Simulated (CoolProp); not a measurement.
Sulfur dioxide along the isotherm 251.85 °C: fugacity coefficient from the reference equation and from simpler models built on Tc = 157.5 °C, pc = 7.887 MPa, ω = 0.256; each cubic takes its own stable root.

Model: reference Helmholtz-energy equation of state, Gao 2016, in CoolProp.

| p (MPa) | phase | reference |
|---|---|---|
| 2.19 | gas | 0.9535 |
| 4.38 | gas | 0.9083 |
| 6.57 | gas | 0.8645 |
| 8.76 | supercritical | 0.8222 |
| 11 | supercritical | 0.7807 |
| 13.1 | supercritical | 0.7435 |
| 15.3 | supercritical | 0.7067 |
| 17.5 | supercritical | 0.6725 |
| 19.7 | supercritical | 0.6414 |

Q: How far does each simpler model (van der Waals, Peng-Robinson) lie from the reference over these 9 states: mean and median of the absolute difference, and the worst?

A: 
- van der Waals: mean 3.5 %, median 3.2 %, worst -6.9 % at 251.85 °C and 19.7 MPa
- Peng-Robinson: mean 2.1 %, median 2.3 %, worst -2.7 % at 251.85 °C and 13.1 MPa
